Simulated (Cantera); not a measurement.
**Boron, boron nitride and boron oxide: B2H6 + O2 + H2 + N2**

Input: 1 mol B2H6, 1.8 mol O2, 190 mol H2, 0.64 mol N2.

Equilibrium computed with Cantera from the NASA thermochemical tables; the gas is ideal and each condensed phase is pure. Candidate condensed phases: B, BN, B2O3, B3O3H3, H2O; 39 gas species. The feed counts by its element totals alone. Rates play no part.

Stable condensed phases:

```
T in K \ P in Pa
             10     28     77    220    600   1700   4600  13000  36000 100000
   2373       A      A      A      A      A      A      A      A      A      A
   2273       A      A      A      A      A      A      A      A      A      A
   2173       A      A      A      A      A      A      A      A      A      A
   2073       A      A      A      A      A      A      A      A      A      A
   1973       A      A      A      A      A      A      A      A      A      A
   1873       A      A      A      A      A      A      A      A      A      A
   1773       A      A      A      A      A      A      A      A      A      A
   1673       A      A      A      A      A      A      A      A      A      B
   1573       A      A      A      A      A      A      A      B      B      B
   1473       A      A      A      A      A      B      B      B      B      B
   1373       A      A      A      B      B      B      B      B      B      B
   1273       B      B      B      B      B      B      B      B      B      B
   1173       B      B      B      B      B      B      B      B      B      B
```

A: gas only; B: B2O3.
